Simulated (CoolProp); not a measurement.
Vapour-liquid equilibrium of ethanol (1) + n-hexane (2) at 1.18 MPa; x and y are mole fractions of (1).

The numbers come from the multi-fluid Helmholtz-energy mixture model, Schroeder 2014 and Thol 2019; pair parameters Bell 2016 in CoolProp.

```tsv
x	bubble temperature, mixture model (K)	bubble temperature, Raoult's law (K)	y, mixture model	y, Raoult's law
0.05	438.7	446.1	0.148	0.072
0.15	429.0	443.7	0.320	0.204
0.25	424.7	441.6	0.408	0.324
0.35	422.7	439.6	0.463	0.435
0.45	421.8	437.9	0.507	0.536
0.55	421.5	436.3	0.549	0.632
0.65	421.8	434.8	0.601	0.721
0.75	422.9	433.5	0.671	0.806
0.85	425.1	432.2	0.772	0.886
0.95	428.5	431.1	0.913	0.963
```

The largest gap from Raoult's law is -16.9 K in bubble temperature, at x = 0.35. y crosses x between x = 0.45 and 0.55: the model has an azeotrope there.

Pair parameters are fitted to limited data, so mixtures are less certain than the pure fluids.
